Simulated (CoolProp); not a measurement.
A closed Brayton cycle with dry air: compressor inlet 331.15 K and 1.3 MPa, high pressure 2.62 MPa, turbine inlet 715 K, compressor efficiency 0.8, turbine efficiency 0.9, recuperator effectiveness 0.8 (on enthalpy, no pinch check). Each further row changes one setting.

Model: reference Helmholtz-energy equation of state, Lemmon 2000, in CoolProp. It is a pseudo-pure fit of the blend.

```csv
case,thermal efficiency (%),net work (kJ/kg),compressor to turbine work,compressor exit (K),turbine exit (K)
as stated,16.7,26.4,0.78,422.7,604.0
turbine inlet 665 K,(withheld),17.9,0.84,422.7,560.8
compressor inlet 341.15 K,15.2,23.5,(withheld),(withheld),604.0
high pressure 2.23 MPa,(withheld),(withheld),0.74,400.0,(withheld)
recuperator effectiveness 0.5,(withheld),26.4,0.78,422.7,604.0
```

Question: Some entries are withheld; supply them.

Answer: 
- turbine inlet 665 K, thermal efficiency (%): 12.8
- compressor inlet 341.15 K, compressor to turbine work: 0.80
- compressor inlet 341.15 K, compressor exit (K): 435.3
- high pressure 2.23 MPa, thermal efficiency (%): 16.9
- high pressure 2.23 MPa, net work (kJ/kg): 23.9
- high pressure 2.23 MPa, turbine exit (K): 628.0
- recuperator effectiveness 0.5, thermal efficiency (%): 12.3
